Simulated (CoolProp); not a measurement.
Saturation properties of neopentane (Tc = 160.6 °C, pc = 3.196 MPa, ω = 0.196).

Computed with CoolProp (reference Helmholtz-energy equation of state, Lemmon 2006). It is a short technical equation, of lower accuracy than the large ones.

```
T (°C)  p (MPa)  liquid density (kg/m³)  liquid cp (kJ/(kg K))
------  -------  ----------------------  ---------------------
62.45    0.4895                   539.6                  2.556
71.95    0.6142                   527.0                  2.630
81.35    0.7591                   513.7                  2.709
90.75    0.9276                   499.5                  2.798
100.25    1.124                   484.0                  2.901
109.65    1.347                   467.4                  3.024
119.05    1.601                   448.9                  3.181
128.45    1.890                   427.9                  3.397
```

It boils at 9.5 °C under 1 atm.
